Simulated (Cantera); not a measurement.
Input: 1 mol Si₃N₄, 1.9 mol HCl, 6.3 mol N₂, equilibrated at 0.560 bar.

Method: chemical equilibrium by Gibbs-energy minimisation in Cantera with the NASA 1993 tables (ideal gas, pure condensed phases). Candidate condensed phases: NH₄Cl, Si, Si₃N₄; 28 gas species. Gases not in the tables: Si₂H₆ and higher silanes. Kinetics and transport are ignored.

**Question.** What share of the Si ends up in condensed phases as a function of T (K), at 1298, 1373, 1448, 1523, 1598, 1673, 1748, 1823, 1898, 1973, 2048, 2123?

**Answer.** 
```
T (K)  Si condensed (%)        as
-----  ----------------  --------
1298               93.7  Si₃N₄(s)
1373               93.7  Si₃N₄(s)
1448               93.5  Si₃N₄(s)
1523               92.9  Si₃N₄(s)
1598               91.6  Si₃N₄(s)
1673               89.6  Si₃N₄(s)
1748               86.9  Si₃N₄(s)
1823               84.1  Si₃N₄(s)
1898               81.4  Si₃N₄(s)
1973               79.1  Si₃N₄(s)
2048               77.1  Si₃N₄(s)
2123               76.4     Si(l)
```
